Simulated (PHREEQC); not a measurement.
PHREEQC input (ion-association model, wateq4f.dat):

```
SOLUTION_MASTER_SPECIES
  An  An-  0  An  62.0  # stands for a non-complexing anion
SOLUTION_SPECIES
  An- = An-
    -log_k 0
    -gamma 3.0 0
PHASES
  Fix_H+
    H+ = H+
    -log_k 0
SOLUTION 1
  temp 25
  units mmol/kgw
  pH 7 charge
  As(5) 9.5e-05
  Na 100
  Cl 0.0118
  Mn(2) 0.0059
  An 100
END
SELECTED_OUTPUT 1
  -reset false
  -pH true
  -pe true
  -ionic_strength true
  -water true
  -totals As Cl Mn Na As(3) As(5) Mn(2) Mn(3) Mn(6) Mn(7)
  -molalities Hfo_wOH Hfo_wOH2+ Hfo_wO- Hfo_sOH Hfo_sOH2+ Hfo_sO- Hfo_wH2AsO4 Hfo_wHAsO4- Hfo_wOHAsO4-3 Hfo_sOMn+
    Hfo_wOMn+
  -saturation_indices Pyrochroite Mn3(AsO4)2:8H2O Halite
USER_PUNCH 1
  -headings sigma psi
  10 PUNCH EDL("sigma", "Hfo"), EDL("psi", "Hfo")
PRINT
  -reset false
USE solution 1
SURFACE 1
  Hfo_wOH 6.06742e-05 600 0.027
  Hfo_sOH 1.51685e-06
EQUILIBRIUM_PHASES 1
  Fix_H+ -3 HAn 10
    -force_equality true
END
# ... the last block is repeated for the other 12 points of pH, with NaOH or the acid as the point needs
```

Selected output (columns that matter, 13 of 13 rows; pH added in front):

```
pH	mu	As	Mn	Na	m_Hfo_wOH	m_Hfo_wOH2+	m_Hfo_wO-	m_Hfo_sOH	m_Hfo_sOH2+	si_Pyrochroite	si_Mn3(AsO4)2:8H2O	si_Halite	sigma	psi
3	0.10126	2.7087e-11	5.9e-06	0.1	1.1562e-06	5.9423e-05	5.1535e-10	2.895e-08	1.4879e-06	-14.831	-35.282	-7.7343	0.36262	0.15257
3.67	0.10031	1.4118e-11	5.9e-06	0.1	4.5663e-06	5.6004e-05	8.5293e-09	1.1434e-07	1.4023e-06	-13.49	-33.069	-7.7336	0.3415	0.14974
4.33	0.1001	8.5348e-12	5.9e-06	0.1	1.2852e-05	4.7648e-05	7.9411e-08	3.2179e-07	1.193e-06	-12.17	-30.846	-7.7334	0.2899	0.14144
5	0.10005	7.2712e-12	5.8996e-06	0.1	2.4624e-05	3.5565e-05	3.9055e-07	6.1638e-07	8.9027e-07	-10.83	-28.31	-7.7334	0.21398	0.12602
5.67	0.10003	7.2932e-12	5.8934e-06	0.1	3.5002e-05	2.4428e-05	1.1489e-06	8.7271e-07	6.0907e-07	-9.4901	-25.672	-7.7334	0.14099	0.10507
6.33	0.10003	9.1824e-12	5.8123e-06	0.1	4.1653e-05	1.6517e-05	2.4064e-06	9.8469e-07	3.9046e-07	-8.1761	-23.028	-7.7334	0.085104	0.080554
7	0.10002	2.1021e-11	5.1938e-06	0.1	4.5153e-05	1.1229e-05	4.1593e-06	6.3288e-07	1.5739e-07	-6.885	-20.319	-7.7334	0.04532	0.052905
7.67	0.10002	9.824e-11	4.0825e-06	0.1	4.6106e-05	7.7127e-06	6.314e-06	1.1226e-07	1.8779e-08	-5.6498	-17.618	-7.7333	0.017534	0.023458
8.33	0.10002	5.5694e-10	1.8172e-06	0.10001	4.3975e-05	4.819e-06	9.193e-06	2.0082e-08	2.2007e-09	-4.6822	-15.758	-7.7333	-0.0034114	-0.0047178
9	0.10003	3.7196e-09	2.1999e-07	0.10003	4.066e-05	2.9636e-06	1.278e-05	1.1598e-08	8.4535e-10	-4.2637	-15.517	-7.7332	-0.026274	-0.033876
9.67	0.10008	2.2406e-08	1.7924e-08	0.10008	3.7113e-05	1.8258e-06	1.7282e-05	1.0105e-08	4.9712e-10	-4.0329	-15.964	-7.733	-0.058347	-0.063411
10.33	0.1003	6.2495e-08	2.032e-09	0.10031	3.1289e-05	9.3361e-07	2.4023e-05	8.4889e-09	2.5329e-10	-3.74	-16.936	-7.7322	-0.10301	-0.089608
11	0.10134	8.7698e-08	4.6159e-10	0.10135	2.235e-05	3.4079e-07	3.3578e-05	6.0614e-09	9.2424e-11	-3.3022	-18.375	-7.7285	-0.16302	-0.11199
```

The database has no arsenate complexes of Mn. The oxide is taken as insoluble; below pH 4 it would dissolve.
